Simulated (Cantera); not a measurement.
Input: 1 mol TiCl₄, 5.4 mol H₂, equilibrated at 1075 K and 750 Torr.

Cantera equilibrium calculation (NASA polynomials, part measured and part estimated; ideal gas, pure solids and liquids). Candidate condensed phases: Ti, TiCl₂, TiCl₃, TiCl₄; 10 gas species. Equilibrium is a limit: real reactors are often held back by kinetics, nucleation or transport.

Base state: H₂ 0.820, TiCl₄ 0.128, HCl 0.0262, TiCl₃ 0.0262 (mole fractions); condensed: gas only.

### Question
What changes in the equilibrium state with this change: pressure from 750 Torr to 0.585 Torr?

### Answer
| species | before | after |
|---|---|---|
| H₂ | 0.820 | 0.754 |
| HCl | 0.0262 | 0.0972 |
| TiCl₃ | 0.0262 | 0.0972 |
| TiCl₄ | 0.128 | 0.0514 |
| TiCl₂ | 8.88e-7 | 3.05e-5 |
The tables' values for TiCl₂ are old estimates; treat these amounts as uncertain.
